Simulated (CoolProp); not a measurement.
n-perfluorohexane at 285.13 K and 0.0132 MPa is compressed adiabatically to 0.0894 MPa with isentropic efficiency 0.75. Each further row changes one setting.

Model: reference Helmholtz-energy equation of state, Gao 2022, in CoolProp.

```json
[
 {"case": "as stated", "work (kJ/kg)": "16.8", "final phase": "two-phase, vapour fraction 0.811", "final density (kg/m³)": "14.5"},
 {"case": "efficiency 1", "work (kJ/kg)": "12.6", "final phase": "two-phase, vapour fraction 0.762", "final density (kg/m³)": "15.5"},
 {"case": "efficiency 0.65", "work (kJ/kg)": "19.4", "final phase": "two-phase, vapour fraction 0.841", "final density (kg/m³)": "14.0"}
]
```
